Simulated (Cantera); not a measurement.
What does this Cantera script print?

```python
import numpy as np
import cantera as ct

surf = ct.Interface("ptcombust.yaml", "Pt_surf")
gas = surf.adjacent["gas"]
gas.TPX = 673, 38000, {'H2': 0.012, 'O2': 0.096, 'N2': 0.79, 'H2O': 0.03}
surf.TP = 673, 38000
reactor = ct.FlowReactor(gas, clone=False)
reactor.area = 0.0001  # m2
reactor.surface_area_to_volume_ratio = 1200  # 1/m
reactor.mass_flow_rate = 1.6 * reactor.area * gas.density  # inlet velocity 1.6 m/s
reactor.energy_enabled = False
wall = ct.ReactorSurface(surf, reactor, clone=False)
net = ct.ReactorNet([reactor])
net.rtol, net.atol = 1e-8, 1e-16
show, cover = ['H2', 'O2', 'H2O'], ['PT(S)', 'H(S)', 'O(S)', 'OH(S)', 'CO(S)', 'C(S)']

rows = []
print(f"{'z/m':>9s}{'u/(m/s)':>9s}" + "".join(f"{s:>13s}" for s in show + cover))
for z in [6.6e-05, 0.00014, 0.00031, 0.00066, 0.0014, 0.0031, 0.0066]:
    net.advance(z)
    rows.append([reactor.speed, *gas[show].X, *surf[cover].coverages])
    print(f"{z:9.4g}{rows[-1][0]:9.3g}" + "".join(f"{x:13.4e}" for x in rows[-1][1:]))
```

It prints:

```
      z/m  u/(m/s)           H2           O2          H2O        PT(S)         H(S)         O(S)        OH(S)        CO(S)         C(S)
  6.6e-05      1.6   9.6434e-03   1.0196e-01   3.5690e-02   1.6598e-01   4.7153e-08   8.2323e-01   1.0762e-02   2.9120e-24  -7.9811e-28
  0.00014      1.6   7.4797e-03   1.0099e-01   3.7903e-02   1.3003e-01   2.9941e-08   8.6006e-01   9.8824e-03   2.2486e-25  -4.5916e-29
  0.00031     1.59   4.9115e-03   9.9830e-02   4.0530e-02   8.6520e-02   1.4430e-08   9.0504e-01   8.4179e-03   7.1218e-25   2.2308e-28
  0.00066     1.59   2.8566e-03   9.8903e-02   4.2631e-02   5.1220e-02   5.8368e-09   9.4206e-01   6.7032e-03  -1.0018e-26   1.4246e-30
   0.0014     1.59   1.4934e-03   9.8288e-02   4.4026e-02   2.8030e-02   2.1184e-09   9.6689e-01   5.0715e-03  -7.6632e-29   3.9907e-30
   0.0031     1.59   6.7169e-04   9.7917e-02   4.4866e-02   1.5099e-02   7.5370e-10   9.8113e-01   3.7710e-03   7.1787e-28   3.9054e-31
   0.0066     1.59   2.5550e-04   9.7729e-02   4.5292e-02   9.7327e-03   3.5537e-10   9.8722e-01   3.0458e-03  -8.2192e-28  -4.9802e-31
```

Detailed kinetics in Cantera: Deutschmann's 1995 Pt surface mechanism with GRI-Mech 3.0 gas chemistry. Catalytic surfaces can have several steady states; this one follows from the mechanism file's or the stated starting coverage. Mass transfer to the wall is taken as infinitely fast.
